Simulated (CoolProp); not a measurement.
The fluid at 521.37 K and 2.77 MPa flows at 8.5 m/s in a round tube of 50 mm bore and 15 µm roughness, fully developed (64/Re and Nu = 3.66 if laminar; Colebrook and Gnielinski if turbulent). The same conditions are run with several fluids, on thermodynamics alone (safety and materials aside).

The numbers come from the reference Helmholtz-energy equation of state of each fluid (n-nonane: Lemmon 2006; ethylbenzene: Zhou 2012; toluene: Lemmon 2006; p-xylene: Zhou 2012; m-xylene: Zhou 2012) in CoolProp.

```json
[
 {"fluid": "n-nonane", "Reynolds number": "2050000", "Darcy friction factor": "0.0153", "pressure drop (Pa/m)": "(withheld)", "heat-transfer coefficient (W/(m² K))": "14300", "mass flow (kg/h)": "(withheld)"},
 {"fluid": "ethylbenzene", "Reynolds number": "2420000", "Darcy friction factor": "0.0153", "pressure drop (Pa/m)": "7050", "heat-transfer coefficient (W/(m² K))": "15700", "mass flow (kg/h)": "38400"},
 {"fluid": "toluene", "Reynolds number": "2520000", "Darcy friction factor": "0.0152", "pressure drop (Pa/m)": "6730", "heat-transfer coefficient (W/(m² K))": "15500", "mass flow (kg/h)": "36700"},
 {"fluid": "p-xylene", "Reynolds number": "(withheld)", "Darcy friction factor": "0.0152", "pressure drop (Pa/m)": "6980", "heat-transfer coefficient (W/(m² K))": "15700", "mass flow (kg/h)": "38100"},
 {"fluid": "m-xylene", "Reynolds number": "(withheld)", "Darcy friction factor": "0.0153", "pressure drop (Pa/m)": "7010", "heat-transfer coefficient (W/(m² K))": "15500", "mass flow (kg/h)": "38200"}
]
```

### Question
Fill in the missing entries.

### Answer

- n-nonane, pressure drop (Pa/m): 5690
- n-nonane, mass flow (kg/h): 30900
- p-xylene, Reynolds number: 2500000
- m-xylene, Reynolds number: 2460000

Transport values come from each fluid's own correlations; those of ethylbenzene are estimates that may be off by 10 % or more.
